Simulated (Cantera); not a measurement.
## Fluorocarbon and chlorocarbon gases: CCl4 + F2 + H2

Input: 1 mol CCl4, 0.32 mol F2, a varied amount of H2, held at 1527 °C and 0.0420 bar.

Equilibrium computed with Cantera from the NASA thermochemical tables; the gas is ideal and each condensed phase is pure. Candidate condensed phases: C, C6H6, C7H8, C8H18; 118 gas species. Gases not in the tables: C2F6 and larger saturated fluorocarbons. Kinetics and transport are ignored.

```json
[
 {"n(H2) (mol)": "0.18", "log p HCl": "-3.07", "log p Cl": "-1.54", "log p H2": "-10.17", "log p Cl2": "-2.09", "log p HF": "-2.49", "log p CF4": "-3.03", "n C(graphite)": "0.908"},
 {"n(H2) (mol)": "0.24", "log p HCl": "-2.93", "log p Cl": "-1.55", "log p H2": "-9.88", "log p Cl2": "-2.11", "log p HF": "-2.38", "log p CF4": "-3.17", "n C(graphite)": "0.931"},
 {"n(H2) (mol)": "0.31", "log p HCl": "-2.80", "log p Cl": "-1.56", "log p H2": "-9.59", "log p Cl2": "-2.13", "log p HF": "-2.28", "log p CF4": "-3.39", "n C(graphite)": "0.956"},
 {"n(H2) (mol)": "0.41", "log p HCl": "-2.60", "log p Cl": "-1.58", "log p H2": "-9.17", "log p Cl2": "-2.16", "log p HF": "-2.21", "log p CF4": "-3.92", "n C(graphite)": "0.985"},
 {"n(H2) (mol)": "0.54", "log p HCl": "-2.33", "log p Cl": "-1.61", "log p H2": "-8.58", "log p Cl2": "-2.21", "log p HF": "-2.18", "log p CF4": "-5.00", "n C(graphite)": "0.998"},
 {"n(H2) (mol)": "0.7", "log p HCl": "-2.11", "log p Cl": "-1.65", "log p H2": "-8.06", "log p Cl2": "-2.29", "log p HF": "-2.19", "log p CF4": "-6.07", "n C(graphite)": "1.000"},
 {"n(H2) (mol)": "0.92", "log p HCl": "-1.92", "log p Cl": "-1.70", "log p H2": "-7.57", "log p Cl2": "-2.40", "log p HF": "-2.20", "log p CF4": "-7.08", "n C(graphite)": "1.000"},
 {"n(H2) (mol)": "1.2", "log p HCl": "-1.77", "log p Cl": "-1.79", "log p H2": "-7.09", "log p Cl2": "-2.58", "log p HF": "-2.21", "log p CF4": "-8.09", "n C(graphite)": "1.000"},
 {"n(H2) (mol)": "1.6", "log p HCl": "-1.62", "log p Cl": "-1.96", "log p H2": "-6.45", "log p Cl2": "-2.92", "log p HF": "-2.22", "log p CF4": "-9.42", "n C(graphite)": "1.000"},
 {"n(H2) (mol)": "2.1", "log p HCl": "-1.49", "log p Cl": "-2.43", "log p H2": "-5.25", "log p Cl2": "-3.86", "log p HF": "-2.24", "log p CF4": "-11.87", "n C(graphite)": "1.000"},
 {"n(H2) (mol)": "2.7", "log p HCl": "-1.48", "log p Cl": "-3.80", "log p H2": "-2.49", "log p Cl2": "-6.59", "log p HF": "-2.27", "log p CF4": "<-13", "n C(graphite)": "1.000"},
 {"n(H2) (mol)": "3.5", "log p HCl": "-1.54", "log p Cl": "-4.07", "log p H2": "-2.07", "log p Cl2": "-7.14", "log p HF": "-2.34", "log p CF4": "<-13", "n C(graphite)": "1.000"}
]
```
log p: log10 of the partial pressure in bar; n: condensed amount in mol.

From 0.18 mol H2 to 3.5 mol H2 the condensed part is C(graphite). The main C-bearing gas is CF4 at 0.18 mol H2 and C2H2 (acetylene) at 3.5 mol H2.
